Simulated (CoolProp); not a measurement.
Properties of R143a along the isobar 0.0828 MPa (Tc = 72.7 °C, pc = 3.762 MPa, ω = 0.261).

Values from CoolProp's reference Helmholtz-energy equation of state, Lemmon and Jacobsen 2000.

| T (°C) | phase | density (kg/m³) | cp (kJ/(kg K)) | cv (kJ/(kg K)) | expansivity (1/kK) | viscosity (µPa s) |
|---|---|---|---|---|---|---|
| -0.65 | gas | 3.132 | ___ | 0.7882 | 3.938 | 10.2 |
| 9.05 | gas | 3.017 | 0.9145 | 0.8065 | 3.767 | 10.5 |
| 18.85 | gas | 2.910 | 0.9320 | 0.8252 | 3.613 | 10.9 |
| 28.55 | gas | 2.811 | 0.9497 | 0.8438 | 3.474 | 11.3 |
| 38.35 | gas | 2.719 | 0.9677 | 0.8627 | 3.347 | 11.6 |
| 48.05 | gas | 2.634 | 0.9856 | 0.8813 | 3.231 | 12.0 |
| 57.85 | gas | 2.553 | 1.004 | ___ | 3.124 | 12.3 |
| 67.65 | gas | 2.477 | 1.022 | 0.9183 | 3.024 | 12.7 |
| 77.35 | gas | 2.407 | 1.039 | 0.9364 | 2.932 | 13.0 |
| 87.15 | gas | 2.339 | 1.057 | 0.9544 | 2.845 | 13.4 |
| 96.85 | gas | 2.277 | 1.074 | 0.9720 | 2.765 | 13.7 |
| 106.65 | gas | 2.217 | ___ | 0.9894 | 2.689 | ___ |
| 116.35 | gas | 2.160 | 1.108 | 1.006 | 2.617 | 14.4 |

**Question.** Fill in the missing entries.

**Answer.** 
- -0.65, cp (kJ/(kg K)): 0.8978
- 57.85, cv (kJ/(kg K)): 0.8999
- 106.65, cp (kJ/(kg K)): 1.091
- 106.65, viscosity (µPa s): 14.1

Viscosity comes from a separate model (Klein 1997), an estimate that may be off by 10 % or more.
